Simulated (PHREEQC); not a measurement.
Consider water at 25 °C with 0.056 mol/kgw NH4Cl, 0.0033 mol/kgw KOH and 0.0024 mol/kgw KCl. Closed to the air; pH follows from the charge balance.

Model: ion-association model, wateq4f.dat, run in PHREEQC.

This is a speciation only: nothing precipitates in the calculation.

Q: Predict the pH.

A: pH 8.13.

Q: In which forms is N present?

A: NH4+ 94 %, NH3 5.9 % of the N.
